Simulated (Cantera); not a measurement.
## H2S + H2O + H2 (abatement and gas-phase synthesis)

Charge: 1 mol H2S, 0.036 mol H2O, 0.088 mol H2, at 10.0 mbar.

Cantera equilibrium calculation (NASA polynomials, part measured and part estimated; ideal gas, pure solids and liquids). Candidate condensed phases: H2O, H2SO4, S; 19 gas species. Gases not in the tables: S3 to S7. Rates play no part.

From 975 K to 2775 K nothing is condensed.

```tsv
T (K)	x H2S	x H2	x H	x S2	x S	x SH	x H2O	x SO
975	0.738	0.179	4.85e-9	0.0526	8.15e-9	6.33e-5	0.0303	4.30e-8
1175	0.422	0.389	7.64e-7	0.161	1.34e-6	0.000780	0.0268	1.62e-6
1375	0.188	0.543	2.53e-5	0.241	4.11e-5	0.00341	0.0242	2.17e-5
1575	0.0822	0.611	0.000325	0.275	0.000489	0.00880	0.0228	0.000161
1775	0.0396	0.633	0.00230	0.283	0.00322	0.0172	0.0216	0.000775
1975	0.0209	0.630	0.0109	0.274	0.0141	0.0281	0.0191	0.00253
2175	0.0113	0.600	0.0378	0.245	0.0452	0.0392	0.0149	0.00574
2375	0.00574	0.528	0.102	0.189	0.110	0.0455	0.00974	0.00918
2575	0.00239	0.404	0.220	0.114	0.201	0.0412	0.00534	0.0108
2775	0.000730	0.255	0.378	0.0489	0.275	0.0274	0.00251	0.0101
```
x: gas mole fraction; nothing condenses.
